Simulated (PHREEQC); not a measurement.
1 kg of water holding 0.19 mol K2SO4, 0.13 mol NaCl, 0.04 mol MgSO4 and 0.021 mol Na2SO4 is evaporated at 5 °C; the solids stay in contact with the brine. No CO2 enters from the air. Solids allowed: Arcanite, Bischofite, Bloedite, Brucite, Carnallite, Epsomite, Glaserite, Halite, Hexahydrite, Kainite, Kieserite, Leonite, Mirabilite, Misenite, Schoenite, Sylvite, Thenardite, MgCl2_4H2O. Others were left out.

Model: Pitzer model, pitzer.dat, run in PHREEQC.

| water left (kg) | ionic strength | water activity | Arcanite (mol) | Glaserite (mol) | Mirabilite (mol) | Cl in solution (mol/kgw) | Mg in solution (mol/kgw) |
|---|---|---|---|---|---|---|---|
| 1 | 0.923 | 0.987 | 0 | 0 | 0 | 0.130 | 0.0400 |
| 0.8219 | 1.12 | 0.985 | 0 | 0 | 0 | 0.158 | 0.0487 |
| 0.6755 | 1.37 | 0.982 | 0 | 0 | 0 | 0.192 | 0.0592 |
| 0.5552 | 1.66 | 0.978 | 0 | 0 | 0 | 0.234 | 0.0720 |
| 0.4563 | 2.02 | 0.974 | 0 | 0 | 0 | 0.285 | 0.0877 |
| 0.375 | 2.46 | 0.969 | 0 | 0 | 0 | 0.347 | 0.107 |
| 0.3082 | 2.75 | 0.965 | 0.0250 | 0 | 0 | 0.422 | 0.130 |
| 0.2533 | 3.04 | 0.960 | 0.0507 | 0 | 0 | 0.513 | 0.158 |
| 0.2082 | 3.39 | 0.955 | 0.0722 | 0 | 0 | 0.624 | 0.192 |
| 0.1711 | 3.81 | 0.949 | 0.0902 | 0 | 0 | 0.760 | 0.234 |
| 0.1407 | 4.31 | 0.941 | 0.105 | 0 | 0 | 0.924 | 0.284 |
| 0.1151 | 4.85 | 0.931 | 0.119 | 0 | 0.00298 | 1.13 | 0.348 |
| 0.09204 | 5.21 | 0.921 | 0.131 | 0 | 0.0165 | 1.41 | 0.435 |
| 0.07313 | 5.67 | 0.907 | 0.142 | 0 | 0.0275 | 1.78 | 0.547 |
| 0.05765 | 6.29 | 0.888 | 0.151 | 0 | 0.0362 | 2.25 | 0.694 |
| 0.04761 | 6.91 | 0.867 | 0.117 | 0.0261 | 0.0285 | 2.73 | 0.840 |
| 0.04335 | 7.11 | 0.857 | 0.0203 | 0.0923 | 0 | 3.00 | 0.923 |
| 0.03564 | 7.61 | 0.831 | 0 | 0.109 | 0 | 3.65 | 1.12 |
| 0.0293 | 8.51 | 0.791 | 0 | 0.112 | 0 | 4.44 | 1.37 |
| 0.02407 | 9.59 | 0.737 | 0 | 0.115 | 0 | 5.40 | 1.66 |

Arcanite from water left = 0.3082 kg, last present at water left = 0.04335 kg; Mirabilite from water left = 0.1151 kg, last present at water left = 0.04761 kg; Glaserite from water left = 0.04761 kg.

Away from 25 °C the constants follow the database's enthalpies or fits; those with neither stay at their 25 °C values.
